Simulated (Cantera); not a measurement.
Feed: 1 mol C3H8, 0.037 mol CO2, 1.7 mol H2, 1.7 mol NH3, at 925 K and 12.0 bar.

Method: chemical equilibrium by Gibbs-energy minimisation in Cantera with the NASA 1993 tables (ideal gas, pure condensed phases). Candidate condensed phases: C, C6H6, C7H8, C8H18, H2O; 136 gas species. The numbers say what is thermodynamically allowed, not how fast it happens.

Base state: CH4 0.447, H2 0.405, N2 0.135, H2O 0.0102, CO 0.00141, NH3 0.00113, CO2 7.20e-5, C2H6 4.28e-5 (mole fractions); condensed: C(graphite).

Problem. What changes in the equilibrium state with this change: pressure from 12.0 bar to 58.0 bar?

Solution. 
| species | before | after |
|---|---|---|
| CH4 | 0.447 | 0.503 |
| H2 | 0.405 | 0.342 |
| N2 | 0.135 | 0.139 |
| H2O | 0.0102 | 0.0121 |
| CO | 0.00141 | 0.000134 |
| CO2 | 7.20e-5 | 9.57e-6 |
| NH3 | 0.00113 | 0.00430 |
| C2H6 | 4.28e-5 | 6.40e-5 |
| C(graphite), mol | 0.214 | 0 |
The ideal-gas law is rough above about 30 bar.
